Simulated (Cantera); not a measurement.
HI + H₂O + H₂ (abatement and gas-phase synthesis)

Feed: 1 mol HI, 5 mol H₂O, 0.19 mol H₂, held at 0.620 bar.

Equilibrium computed with Cantera from the NASA thermochemical tables; the gas is ideal and each condensed phase is pure. Candidate condensed phases: H₂O, I₂; 12 gas species. Kinetics and transport are ignored.

From 350 °C to 1350 °C nothing is condensed.

| T (°C) | x H₂O | x HI | x I | x H₂ | x I₂ | x H |
|---|---|---|---|---|---|---|
| 350 | 0.808 | 0.146 | 2.34e-5 | 0.0383 | 0.00760 | <1e-12 |
| 450 | 0.808 | 0.142 | 0.000201 | 0.0403 | 0.00950 | <1e-12 |
| 550 | 0.807 | 0.138 | 0.00102 | 0.0423 | 0.0111 | 1.92e-12 |
| 650 | 0.806 | 0.134 | 0.00358 | 0.0445 | 0.0121 | 6.55e-11 |
| 750 | 0.804 | 0.127 | 0.00957 | 0.0475 | 0.0121 | 1.15e-9 |
| 850 | 0.800 | 0.117 | 0.0204 | 0.0516 | 0.0110 | 1.23e-8 |
| 950 | 0.793 | 0.105 | 0.0361 | 0.0571 | 0.00893 | 9.13e-8 |
| 1050 | 0.786 | 0.0894 | 0.0547 | 0.0637 | 0.00648 | 5.08e-7 |
| 1150 | 0.778 | 0.0736 | 0.0734 | 0.0706 | 0.00433 | 2.24e-6 |
| 1250 | 0.771 | 0.0588 | 0.0900 | 0.0770 | 0.00275 | 8.15e-6 |
| 1350 | 0.766 | 0.0463 | 0.103 | 0.0825 | 0.00170 | 2.52e-5 |
x: gas mole fraction; nothing condenses.
